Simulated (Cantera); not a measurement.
Mixture: CO : H2 : CH4 : O2 : N2 = 1 : 0.061 : 0.69 : 1.06 : 3.99 (molar parts), equivalence ratio 1.8, at 23.7 atm, adiabatic and at constant pressure. Ignition delay is the time to a rise of 400 K.

Detailed kinetics in Cantera: GRI-Mech 3.0 (53 species, 325 reactions). The pressure lies above the range GRI-Mech 3.0 was tuned for (to about 10 atm).

### Question
What does this change do: CH4 0.69 to 1.4 parts?

### Answer
| quantity | before | after |
|---|---|---|
| delay at 1175 K | 2.97 ms | 5.84 ms |
| delay at 1225 K | 1.66 ms | 3.25 ms |
| delay at 1275 K | 0.950 ms | 1.85 ms |
| delay at 1325 K | 0.558 ms | 1.07 ms |
| delay at 1375 K | 0.334 ms | 0.626 ms |
| delay at 1425 K | 0.204 ms | 0.373 ms |
| apparent activation energy between 1325 and 1425 K | 160 kJ/mol | 170 kJ/mol |
